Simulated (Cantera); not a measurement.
A perfectly stirred reactor is fed with CH3OH : O2 : N2 : CO2 = 1 : 2.08 : 7.83 : 0.018 (molar parts), equivalence ratio 0.72, at 220000 Pa; it is adiabatic with a 748 K inlet, and is followed from long to short residence time, starting on the burning branch (τ in s: 0.045, 0.023, 0.011, 0.0056, 0.0028, 0.0014, 0.00069, 0.00034, 0.00017, 8.5e-05, 4.2e-05, 2.1e-05).

Computed with Cantera and GRI-Mech 3.0 (53 species, 325 reactions). GRI-Mech 3.0 was tuned for natural gas; its chemistry of methanol as a main component is partial and can be far from experiment.

x: mole fraction; the columns are a selection and need not sum to one.

```csv
τ (s),T (K),x CH3OH,x O2,x HCN,x NO,x HCO,x H2
0.045,2221,8.94e-7,0.0500,1.12e-8,0.00154,3.13e-8,0.000779
0.023,2219,(withheld),0.0504,1.20e-8,(withheld),(withheld),(withheld)
0.011,2213,3.17e-6,0.0508,1.21e-8,0.000540,1.28e-7,0.00102
0.0056,2203,5.51e-6,0.0512,1.19e-8,0.000334,2.53e-7,0.00127
0.0028,2186,9.32e-6,0.0517,1.17e-8,0.000209,5.07e-7,0.00169
0.0014,2161,1.53e-5,0.0526,1.25e-8,0.000131,1.02e-6,0.00232
0.00069,2126,(withheld),0.0538,(withheld),(withheld),(withheld),(withheld)
0.00034,2082,4.23e-5,0.0555,2.45e-8,4.80e-5,4.13e-6,0.00424
0.00017,2030,7.27e-5,0.0577,4.27e-8,2.94e-5,8.17e-6,0.00540
8.5e-5,1970,0.000135,0.0608,7.74e-8,1.77e-5,1.62e-5,0.00658
4.2e-5,1895,0.000295,0.0664,1.36e-7,8.80e-6,3.36e-5,0.00782
2.1e-5,748,0.0915,0.190,<1e-12,<1e-12,<1e-12,<1e-12
```

Question: Fill in the missing entries.

Answer: 
- 0.023, x CH3OH: 1.66e-6
- 0.023, x NO: 0.000938
- 0.023, x HCO: 6.12e-8
- 0.023, x H2: 0.000858
- 0.00069, x CH3OH: 2.53e-5
- 0.00069, x HCN: 1.59e-8
- 0.00069, x NO: 7.98e-5
- 0.00069, x HCO: 2.05e-6
- 0.00069, x H2: 0.00318
